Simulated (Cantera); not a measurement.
Feed: 1 mol HI, 0.6 mol O₂, at 2302 °C and 1000 Pa.

Method: chemical equilibrium by Gibbs-energy minimisation in Cantera with the NASA 1993 tables (ideal gas, pure condensed phases). Candidate condensed phases: H₂O, I₂; 12 gas species. Rates play no part.

Base state: I 0.476, O₂ 0.144, H₂O 0.144, O 0.0787, OH 0.0626, H 0.0620, H₂ 0.0320, HI 0.00161 (mole fractions); condensed: gas only.

Question: What changes in the equilibrium state with this change: temperature from 2302 °C to 1000 °C?

Answer: 
```json
[
 {"species": "I", "before": "0.476", "after": "0.517"},
 {"species": "H₂O", "before": "0.144", "after": "0.274"},
 {"species": "O₂", "before": "0.144", "after": "0.192"},
 {"species": "O", "before": "0.0787", "after": "4.73e-7"},
 {"species": "OH", "before": "0.0626", "after": "3.92e-5"},
 {"species": "H", "before": "0.0620", "after": "4.13e-9"},
 {"species": "H₂", "before": "0.0320", "after": "3.34e-7"},
 {"species": "I₂", "before": "7.95e-6", "after": "0.0162"},
 {"species": "HI", "before": "0.00161", "after": "0.000331"}
]
```
